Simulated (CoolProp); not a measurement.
Values from CoolProp's reference Helmholtz-energy equation of state, Akasaka 2023.

Problem. For R1336mzz(E), give the phase and the speed of sound (m/s) at 109.05 °C and 0.101 MPa; 113.75 °C and 0.101 MPa.

Solution. 
- 109.05 °C and 0.101 MPa: gas; speed of sound 141
- 113.75 °C and 0.101 MPa: gas; speed of sound 142
